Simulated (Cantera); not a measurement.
## Premixed flame

A freely propagating, adiabatic, planar premixed flame of CH4 : C2H6 : C3H8 : O2 : N2 = 1 : 0.036 : 0.99 : 9.07 : 34.1 (molar parts), equivalence ratio 0.78, unburnt at 525 K and 1.01 bar; mixture-averaged transport, grid criteria slope 0.08 and curve 0.16, no radiation.

Model: GRI-Mech 3.0 (53 species, 325 reactions), integrated in Cantera. GRI-Mech 3.0 was tuned for natural gas; its chemistry of propane as a main component is partial and can be far from experiment. Burning velocities carry a grid error of a few per cent, more on coarse grids.

| z (mm) | T (K) | u (m/s) | x CH4 | x C2H6 | x C3H8 | x C2H4 | x NO | x OH |
|---|---|---|---|---|---|---|---|---|
| -1.02 | 525 | 0.942 | 0.0221 | 0.000796 | 0.0219 | 3.96e-7 | <1e-8 | <1e-8 |
| -0.680 | 527 | 0.946 | 0.0221 | 0.000796 | 0.0219 | 6.02e-6 | <1e-8 | <1e-8 |
| -0.510 | 533 | 0.958 | 0.0219 | 0.000796 | 0.0218 | 3.28e-5 | <1e-8 | <1e-8 |
| -0.340 | 571 | 1.03 | 0.0213 | 0.000812 | 0.0216 | 0.000270 | 3.77e-8 | 3.22e-7 |
| -0.170 | 854 | 1.57 | 0.0171 | 0.00111 | 0.0169 | 0.00288 | 4.80e-7 | 2.31e-5 |
| -0.0850 | 1211 | 2.26 | 0.0114 | 0.00108 | 0.00688 | 0.00561 | 1.29e-6 | 0.000270 |
| 0 | 1578 | 2.99 | 0.00384 | 0.000133 | 0.000306 | 0.00243 | 2.77e-6 | 0.00213 |
| 0.0850 | 1738 | 3.30 | 0.000433 | 8.24e-7 | 4.66e-7 | 0.000128 | 4.83e-6 | 0.00529 |
| 0.170 | 1794 | 3.39 | 2.59e-5 | <1e-8 | <1e-8 | 2.54e-6 | 6.66e-6 | 0.00695 |
| 0.340 | 1862 | 3.49 | 1.20e-7 | <1e-8 | <1e-8 | <1e-8 | 9.52e-6 | 0.00792 |
| 0.680 | 1946 | 3.63 | <1e-8 | <1e-8 | <1e-8 | <1e-8 | 1.40e-5 | 0.00803 |
| 1.36 | 2029 | 3.76 | <1e-8 | <1e-8 | <1e-8 | <1e-8 | 2.09e-5 | 0.00721 |
| 2.72 | 2096 | 3.87 | <1e-8 | <1e-8 | <1e-8 | <1e-8 | 3.12e-5 | 0.00583 |
x: mole fraction of selected species; z is measured from the peak of heat release.

```yaml
laminar_burning_velocity: 94.1 cm/s
thermal_thickness: 0.340 mm
peak x(C2H4): 0.00565
peak x(OH): 0.00810
grid_points: 131
```
